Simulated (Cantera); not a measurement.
Standard-state values (1 bar) from the NASA 1993 polynomials, evaluated with Cantera. Values are per mole of reaction as written; species without (g) are pure solids or liquids, kept so even where they would boil at 1 bar.

### Question
Between 600 and 2600 K, where is each reaction favourable under standard conditions?
- 5 CH3OH(g) + Ta2O5 ⇌ 5 C + 2 Ta + 10 H2O(g)

### Answer
- 5 CH3OH(g) + Ta2O5 ⇌ 5 C + 2 Ta + 10 H2O(g): ΔG° is 232 kJ at 600 K and -1026 kJ at 2600 K; it changes sign between 800 and 1000 K. ΔH° is 390 kJ and ΔS° 545 J/K at 2600 K.
